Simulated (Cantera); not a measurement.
Input: 1 mol SiO2, 2.3 mol CH4, 0.59 mol CO, equilibrated at 0.133 bar.

Cantera equilibrium calculation (NASA polynomials, part measured and part estimated; ideal gas, pure solids and liquids). Candidate condensed phases: C, C6H6, C7H8, C8H18, H2O, Si, SiC, SiO2; 123 gas species. Mutual solubility and eutectic melting of coexisting phases are not modelled. The tables hold silica as quartz up to 1696 K and as liquid above; real silica turns to tridymite and cristobalite and melts near 1996 K. Gases not in the tables: Si2H6 and higher silanes. Rates play no part.

### Question
Which condensed phases are stable at each of these points (T (K)): 1548, 1648, 1748, 1848, 1948, 2048, 2148, 2248?

### Answer
```csv
T (K),condensed phases,Si condensed (%)
1548,SiC(s) + SiO2(β-quartz),99.4
1648,SiC(s) + SiO2(β-quartz),94.4
1748,SiC(s),65.0
1848,SiC(s),65.0
1948,SiC(s),65.0
2048,SiC(s),64.9
2148,SiC(s),64.7
2248,SiC(s),64.0
```

From 1548 K to 1648 K the condensed part is SiC(s) + SiO2(β-quartz). From 1748 K to 2248 K the condensed part is SiC(s).
